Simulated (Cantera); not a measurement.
**Stirred combustor or abatement burner**

A perfectly stirred reactor is fed with 5.19 % CH4, 1.56 % C2H6, 19.6 % O2, 73.7 % N2, equivalence ratio 0.81, at 0.987 atm; it is adiabatic with a 650 K inlet, and is followed from long to short residence time, starting on the burning branch (τ in s: 0.052, 0.021, 0.0088, 0.0036, 0.0015, 0.00061, 0.00025, 0.0001, 4.3e-05, 1.8e-05, 7.2e-06).

Detailed kinetics in Cantera: GRI-Mech 3.0 (53 species, 325 reactions).

```json
[
 {"τ (s)": "0.052", "T (K)": "2240", "x CH4": "2.64e-6", "x C2H6": "1.10e-7", "x O2": "0.0374", "x NO2": "7.30e-7", "x N2O": "3.14e-7"},
 {"τ (s)": "0.021", "T (K)": "2227", "x CH4": "5.62e-6", "x C2H6": "2.60e-7", "x O2": "0.0381", "x NO2": "3.88e-7", "x N2O": "3.14e-7"},
 {"τ (s)": "0.0088", "T (K)": "2203", "x CH4": "1.09e-5", "x C2H6": "5.78e-7", "x O2": "0.0391", "x NO2": "1.97e-7", "x N2O": "3.06e-7"},
 {"τ (s)": "0.0036", "T (K)": "2162", "x CH4": "2.07e-5", "x C2H6": "1.27e-6", "x O2": "0.0406", "x NO2": "9.19e-8", "x N2O": "2.82e-7"},
 {"τ (s)": "0.0015", "T (K)": "2108", "x CH4": "3.95e-5", "x C2H6": "2.71e-6", "x O2": "0.0425", "x NO2": "4.26e-8", "x N2O": "2.49e-7"},
 {"τ (s)": "0.00061", "T (K)": "2040", "x CH4": "8.09e-5", "x C2H6": "5.93e-6", "x O2": "0.0450", "x NO2": "2.07e-8", "x N2O": "2.15e-7"},
 {"τ (s)": "0.00025", "T (K)": "1964", "x CH4": "0.000180", "x C2H6": "1.35e-5", "x O2": "0.0482", "x NO2": "1.10e-8", "x N2O": "1.87e-7"},
 {"τ (s)": "0.00010", "T (K)": "1876", "x CH4": "0.000480", "x C2H6": "3.62e-5", "x O2": "0.0539", "x NO2": "6.05e-9", "x N2O": "1.60e-7"},
 {"τ (s)": "4.3e-5", "T (K)": "650", "x CH4": "0.0519", "x C2H6": "0.0156", "x O2": "0.196", "x NO2": "<1e-12", "x N2O": "<1e-12"},
 {"τ (s)": "1.8e-5", "T (K)": "650", "x CH4": "0.0519", "x C2H6": "0.0156", "x O2": "0.196", "x NO2": "<1e-12", "x N2O": "<1e-12"},
 {"τ (s)": "7.2e-6", "T (K)": "650", "x CH4": "0.0519", "x C2H6": "0.0156", "x O2": "0.196", "x NO2": "<1e-12", "x N2O": "<1e-12"}
]
```
x: mole fraction; the columns are a selection and need not sum to one.
